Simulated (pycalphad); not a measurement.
CALPHAD calculation (pycalphad, COST 507 light-alloy database (1999)), 1 atm. The database dates from 1999; later assessments differ in places, in temperatures and in the compounds included. Kinetics are ignored, which matters at the lower temperatures.

Molar enthalpy of Si-26.15Ti (wt.%) in equilibrium (SER reference):

| T (K) | H (kJ/mol) | phases |
|---|---|---|
| 2600 | 80.30 | liquid |
| 2480 | 76.64 | liquid |
| 2360 | 72.98 | liquid |
| 2240 | 69.33 | liquid |
| 2120 | 65.67 | liquid |
| 2000 | 62.01 | liquid |
| 1880 | 58.35 | liquid |
| 1760 | 54.71 | liquid |
| 1680 | 52.30 | liquid |
| 1640 | 51.10 | liquid |
| 1600 | 4.90 | SI2TI + diamond (Si) |
| 1560 | 3.68 | SI2TI + diamond (Si) |
| 1520 | 2.46 | SI2TI + diamond (Si) |
| 1400 | -1.12 | SI2TI + diamond (Si) |
| 1280 | -4.63 | SI2TI + diamond (Si) |
| 1160 | -8.07 | SI2TI + diamond (Si) |
| 1040 | -11.42 | SI2TI + diamond (Si) |
| 920 | -14.71 | SI2TI + diamond (Si) |
| 800 | -17.91 | SI2TI + diamond (Si) |
| 680 | -21.02 | SI2TI + diamond (Si) |
| 560 | -24.04 | SI2TI + diamond (Si) |

Cooling from 1640 K to 1600 K, across the freezing range, releases 46.2 kJ/mol, or 1470 J/g. The slope is 30 J/(mol K) in the liquid and 31 J/(mol K) just below the solidus, where it includes any heat of precipitation. Liquidus 1622 K, solidus 1604 K. Changes were sought between steps of 40 K, so a narrower field can be missed.

Database names, with the compositions (at.%) that they take in these runs: SI2TI: Si 67 Ti 33.
